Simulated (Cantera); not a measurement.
Gas mixture: 24.6 % CH3OH, 30.0 % C2H4, 32.1 % NH3, 13.3 % CO2, at 40.5 Torr, frozen composition.

Cantera's kinetic-theory transport with the Lennard-Jones parameters of GRI-Mech 3.0, ideal gas; thermal conductivity in the multicomponent form. Polar gases are described roughly by these parameters. The composition is frozen, though it would react at the higher temperatures.

One state of this run: ρ (kg/m³) = 0.0156; cp (J/kg/K) = 2900; μ (µPa s) = 36.5; λ (mW/m/K) = 146; Pr = 0.727; D (cm²/s) H = 210; D (cm²/s) NO = 34.9; D (cm²/s) C2H2 = 29.3. D: mixture-averaged diffusion coefficient of that species in the mixture.

Question: Which value of T (K) does it belong to?
(A) 1400
(B) 650
(C) 1900
(D) 1150

Answer: D, 1150
